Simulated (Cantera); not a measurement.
A perfectly stirred reactor is fed with 1.61 % CO, 0.614 % O₂, 3.31 % H₂O, 94.5 % N₂, at 1.00 bar; it is held at 1075 K, and followed from long to short residence time.

Detailed kinetics in Cantera: GRI-Mech 3.0 (53 species, 325 reactions).

x: mole fraction; the columns are a selection and need not sum to one.

```
τ (s)      x CO      x O₂   x H₂O     x NO₂     x OH      x H₂       x H
------  -------  --------  ------  --------  -------  --------  --------
0.52    0.00209   7.62e-5  0.0314  1.77e-12  7.47e-6   0.00181  0.000116
0.29        [?]       [?]  0.0316  3.07e-12      [?]       [?]       [?]
0.16    0.00271  0.000185  0.0318  5.55e-12  1.43e-5   0.00139  0.000170
0.093   0.00316  0.000303  0.0320  9.53e-12  1.89e-5   0.00117  0.000189
0.052   0.00387  0.000541  0.0322  1.63e-11  2.45e-5  0.000940  0.000197
0.029   0.00496  0.000983  0.0324  2.52e-11  2.99e-5  0.000749  0.000191
0.017   0.00639   0.00162  0.0325  3.26e-11  3.37e-5  0.000622  0.000179
0.0094  0.00842   0.00258  0.0326  3.57e-11  3.59e-5  0.000522  0.000163
0.0053      [?]       [?]  0.0326  3.17e-11  3.55e-5       [?]       [?]
0.0030   0.0127   0.00464  0.0327  2.21e-11  3.19e-5  0.000343  0.000117
```

### Question
Some entries are withheld; supply them.

### Answer

- 0.29, x CO: 0.00236
- 0.29, x O₂: 0.000115
- 0.29, x OH: 1.03e-5
- 0.29, x H₂: 0.00161
- 0.29, x H: 0.000143
- 0.0053, x CO: 0.0106
- 0.0053, x O₂: 0.00364
- 0.0053, x H₂: 0.000438
- 0.0053, x H: 0.000144
